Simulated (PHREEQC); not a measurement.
0.097 g of hydrous ferric oxide (600 m²/g; 0.2 weak and 0.005 strong sites per Fe, Dzombak-Morel constants, diffuse double layer) in 1 kg of water with 0.05 mol/kgw of an inert sodium salt and 1.7e-05 mol CuCl2 and 7.4e-05 mol Na2HAsO4, at 25 °C; the pH is set by adding NaOH or the inert anion's acid. O2 is buffered at 0.21 atm. CO2 from the air is kept out. Nothing may precipitate in this run.

Equilibrium calculation in PHREEQC: ion-association model, wateq4f.dat.

### Question
Predict Cu sorbed (%), surface charge σ (C/m²) at pH = 4, 4.67, 6, 8.67.

### Answer
```tsv
pH	Cu sorbed (%)	surface charge σ (C/m²)
4	1.1	0.153
4.67	13.4	0.109
6	92.8	0.035
8.67	99.9	-0.044
```

Species that the database lacks are ignored. The database has no arsenate complexes of Cu. The database's constant for dissolved Cu(OH)2 is higher than later reviews accept.
